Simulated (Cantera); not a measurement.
Feed: 1 mol Fe2O3, 2 mol CH4, 7.1 mol H2, at 8600 Pa.

Equilibrium computed with Cantera from the NASA thermochemical tables; the gas is ideal and each condensed phase is pure. Candidate condensed phases: C, C6H6, C7H8, C8H18, Fe, Fe(CO)5, FeO, Fe(OH)2, Fe(OH)3, Fe2O3, Fe3O4, H2O; 114 gas species. Kinetics and transport are ignored.

Q: Which condensed phases are stable at each of these points (T (K)): 1700, 1750, 1800, 1850, 1900, 1950, 2000, 2050?

A: 
| T (K) | condensed phases | Fe condensed (%) |
|---|---|---|
| 1700 | Fe(δ) | 100.0 |
| 1750 | Fe(δ) | 99.9 |
| 1800 | Fe(δ) | 99.8 |
| 1850 | Fe(l) | 99.6 |
| 1900 | Fe(l) | 99.1 |
| 1950 | Fe(l) | 98.4 |
| 2000 | Fe(l) | 97.2 |
| 2050 | Fe(l) | 95.1 |

From 1700 K to 1800 K the condensed part is Fe(δ). From 1850 K to 2050 K the condensed part is Fe(l).
